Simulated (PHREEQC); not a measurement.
4.4 g of hydrous ferric oxide (600 m²/g; 0.2 weak and 0.005 strong sites per Fe, Dzombak-Morel constants, diffuse double layer) in 1 kg of water with 0.01 mol/kgw of an inert sodium salt and 0.088 mmol/kgw ZnCl2 and 20 mmol/kgw Ag2SO4, at 25 °C; the pH is set by adding NaOH or the inert anion's acid. Oxygen alone is held at its pressure in air (log pO2 = -0.68). No CO2 enters from the air. Nothing may precipitate in this run.

Base run: PHREEQC, ion-association model, wateq4f.dat. Each further column changes one thing. The table gives S sorbed (%).

```
pH    base  no electrostatic term (-no_edl)  background salt from 0.01 to 0.001 mol/kgw  oxide from 4.4 to 22 g/kgw  0.016 mol/kgw BaCl2 added
----  ----  -------------------------------  ------------------------------------------  --------------------------  -------------------------
3     23.0                                ?                                        23.2                           ?                       22.7
3.75  23.0                              1.0                                        23.2                           ?                       22.7
4.5   22.6                              1.0                                        22.8                        95.6                          ?
5.25  20.8                              1.0                                        21.0                        88.6                       20.6
6     16.5                              1.0                                           ?                        70.9                          ?
6.75   8.2                              1.0                                           ?                        39.4                        8.9
7.5    1.3                              0.5                                         1.3                        10.7                        2.2
8.25   0.1                              0.1                                         0.1                         1.6                        0.2
9      0.0                              0.0                                         0.0                         0.2                        0.0
```

**Question.** What belongs in the gaps?

**Answer.** 
- 3, no electrostatic term (-no_edl): 0.9
- 3, oxide from 4.4 to 22 g/kgw: 97.6
- 3.75, oxide from 4.4 to 22 g/kgw: 97.4
- 4.5, 0.016 mol/kgw BaCl2 added: 22.4
- 6, background salt from 0.01 to 0.001 mol/kgw: 16.7
- 6, 0.016 mol/kgw BaCl2 added: 16.0
- 6.75, background salt from 0.01 to 0.001 mol/kgw: 8.4

In at least one series the solution becomes supersaturated in solids that the run did not let form, among them Cerargyrite, Ag2O. The oxide is taken as insoluble; below pH 4 it would dissolve.
